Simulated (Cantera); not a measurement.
**Thermodynamics of chlorosilane synthesis and conversion, feed SiCl4 + H2 + Cl2**

Feed: 1 mol SiCl4, 6.4 mol H2, 0.64 mol Cl2, equilibrated at 3.30 bar.

Method: chemical equilibrium by Gibbs-energy minimisation in Cantera with the NASA 1993 tables (ideal gas, pure condensed phases). Candidate condensed phases: Si; 19 gas species. The tables' values for SiCl3 are old estimates; treat these amounts as uncertain. The numbers say what is thermodynamically allowed, not how fast it happens.

```csv
T (K),x H2,x HCl,x SiCl4,x SiHCl3
698,0.716,0.159,0.124,0.000110
748,0.716,0.159,0.124,0.000245
798,0.716,0.160,0.124,0.000489
848,0.716,0.160,0.123,0.000895
898,0.715,0.161,0.123,0.00152
948,0.714,0.162,0.122,0.00243
998,0.713,0.163,0.121,0.00366
1048,0.711,0.165,0.119,0.00526
1098,0.709,0.167,0.117,0.00722
1148,0.706,0.170,0.114,0.00953
1198,0.703,0.173,0.111,0.0121
```
x: gas mole fraction; nothing condenses.

From 698 K to 1198 K nothing is condensed. The main Si-bearing gas is SiCl4 throughout.
